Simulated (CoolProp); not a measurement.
The numbers come from the reference Helmholtz-energy equation of state, Thol 2015 in CoolProp.

Task: Give the vapour pressure (bar), liquid density (kg/m³), vapour density (kg/m³), enthalpy of vaporisation (kJ/kg) of saturated octamethylcyclotetrasiloxane (D4) at 440.6 K.

Result: 
| T (K) | p (bar) | liquid density (kg/m³) | vapour density (kg/m³) | enthalpy of vaporisation (kJ/kg) |
|---|---|---|---|---|
| 440.6 | 0.817 | 777 | 7.08 | 134 |
